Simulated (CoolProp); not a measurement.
Computed with CoolProp (reference Helmholtz-energy equation of state, Lemmon 2006). It is a short technical equation, of lower accuracy than the large ones.

Problem. For neopentane, give the phase and the Z, isothermal compressibility (1/MPa), expansivity (1/kK) at 92.55 °C and 14.2 bar.

Solution. 
- 92.55 °C and 14.2 bar: liquid; Z 0.0675, isothermal compressibility 0.0101, expansivity 3.28
